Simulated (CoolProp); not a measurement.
Model: reference Helmholtz-energy equation of state, McLinden 2015, in CoolProp.

For the fluoroketone C6F12O (FK-5-1-12), give the phase and the cp (kJ/(kg K)), speed of sound (m/s), Joule-Thomson coefficient (K/MPa) at 40.25 °C and 10.2 MPa; 86.35 °C and 10.2 MPa; 163.25 °C and 10.2 MPa.


- 40.25 °C and 10.2 MPa: liquid; cp 1.09, speed of sound 539, Joule-Thomson coefficient -0.279
- 86.35 °C and 10.2 MPa: liquid; cp 1.12, speed of sound 431, Joule-Thomson coefficient -0.194
- 163.25 °C and 10.2 MPa: liquid; cp 1.20, speed of sound 287, Joule-Thomson coefficient 0.0808
